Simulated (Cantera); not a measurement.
A perfectly stirred reactor is fed with H2 : O2 : N2 = 0.078 : 1 : 0.88 (molar parts), equivalence ratio 0.039, at 20.0 Torr; it is held at 1375 K, and followed from long to short residence time.

Cantera simulation using the H2/O2 subset of GRI-Mech 3.0, which has no nitrogen chemistry; the numbers are that mechanism's predictions, not measurements. Radical loss at walls, strong at low pressure, is not modelled. The temperature is held fixed by assumption; the heat of reaction is taken as removed at once.

x: mole fraction; the columns are a selection and need not sum to one.

```tsv
τ (s)	x H2	x O2	x HO2	x H2O	x OH	x H2O2
13	2.08e-5	0.500	2.86e-7	0.0403	0.000550	…
4.3	4.24e-5	0.500	4.87e-7	0.0402	0.000793	…
1.4	8.62e-5	0.499	7.88e-7	0.0399	0.00114	…
0.47	0.000169	0.498	1.17e-6	0.0394	0.00161	…
0.16	0.000316	0.495	1.60e-6	0.0387	0.00221	…
0.052	0.000575	0.491	2.02e-6	0.0374	0.00295	…
0.017	0.000971	0.486	2.33e-6	0.0356	0.00367	…
0.0057	0.00162	0.483	2.52e-6	0.0336	0.00430	…
0.0019	0.00307	0.482	2.66e-6	0.0312	0.00498	…
0.00062	0.00683	0.485	2.74e-6	0.0267	0.00578	1.31e-7
0.00021	0.0158	0.493	2.62e-6	0.0183	0.00573	1.35e-7
```

**Question.** Complete the blanks.

**Answer.** 
- 13, x H2O2: 1.51e-8
- 4.3, x H2O2: 2.28e-8
- 1.4, x H2O2: 3.31e-8
- 0.47, x H2O2: 4.54e-8
- 0.16, x H2O2: 5.86e-8
- 0.052, x H2O2: 7.12e-8
- 0.017, x H2O2: 8.10e-8
- 0.0057, x H2O2: 9.06e-8
- 0.0019, x H2O2: 1.07e-7
